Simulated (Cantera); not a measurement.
An isothermal, constant-pressure homogeneous reactor starts with NO : N2 = 1 : 1.1 (molar parts), at 1850 K and 0.128 atm. Integrator tolerance rtol = 1e-08.

Cantera simulation using GRI-Mech 3.0 (53 species, 325 reactions); the numbers are that mechanism's predictions, not measurements.

### Question
What does this change do: N2 1.1 to 4.4 parts?

### Answer
```csv
quantity,before,after
x(NO) at 3.00 s,0.404 (gas-phase equilibrium 0.00512),0.172 (gas-phase equilibrium 0.00347)
x(O) at 3.00 s,0.000114 (gas-phase equilibrium 0.000261),5.19e-5 (gas-phase equilibrium 0.000162)
x(N2) at 3.00 s,0.560 (gas-phase equilibrium 0.759),0.821 (gas-phase equilibrium 0.906)
x(N2O) at 3.00 s,6.26e-5 (gas-phase equilibrium 1.03e-7),1.21e-5 (gas-phase equilibrium 7.66e-8)
x(NO2) at 3.00 s,0.000140 (gas-phase equilibrium 4.42e-6),2.73e-5 (gas-phase equilibrium 1.86e-6)
x(O2) at 3.00 s,0.0360 (gas-phase equilibrium 0.235),0.00633 (gas-phase equilibrium 0.0908)
```

### Question
What does this change do: NO 1 to 5.1 parts?

### Answer
```csv
quantity,before,after
x(NO) at 3.00 s,0.404 (gas-phase equilibrium 0.00512),0.632 (gas-phase equilibrium 0.00592)
x(O) at 3.00 s,0.000114 (gas-phase equilibrium 0.000261),0.000179 (gas-phase equilibrium 0.000344)
x(N2) at 3.00 s,0.560 (gas-phase equilibrium 0.759),0.273 (gas-phase equilibrium 0.586)
x(N2O) at 3.00 s,6.26e-5 (gas-phase equilibrium 1.03e-7),0.000145 (gas-phase equilibrium 1.05e-7)
x(NO2) at 3.00 s,0.000140 (gas-phase equilibrium 4.42e-6),0.000346 (gas-phase equilibrium 6.73e-6)
x(O2) at 3.00 s,0.0360 (gas-phase equilibrium 0.235),0.0950 (gas-phase equilibrium 0.408)
```

### Question
What does this change do: temperature 1850 to 1950 K?

### Answer
```json
[
 {"quantity": "x(NO) at 3.00 s", "before": "0.404 (gas-phase equilibrium 0.00512)", "after": "0.293 (gas-phase equilibrium 0.00692)"},
 {"quantity": "x(O) at 3.00 s", "before": "0.000114 (gas-phase equilibrium 0.000261)", "after": "0.000397 (gas-phase equilibrium 0.000610)"},
 {"quantity": "x(N2) at 3.00 s", "before": "0.560 (gas-phase equilibrium 0.759)", "after": "0.615 (gas-phase equilibrium 0.758)"},
 {"quantity": "x(N2O) at 3.00 s", "before": "6.26e-5 (gas-phase equilibrium 1.03e-7)", "after": "3.22e-5 (gas-phase equilibrium 1.38e-7)"},
 {"quantity": "x(NO2) at 3.00 s", "before": "0.000140 (gas-phase equilibrium 4.42e-6)", "after": "0.000131 (gas-phase equilibrium 4.94e-6)"},
 {"quantity": "x(O2) at 3.00 s", "before": "0.0360 (gas-phase equilibrium 0.235)", "after": "0.0912 (gas-phase equilibrium 0.234)"}
]
```
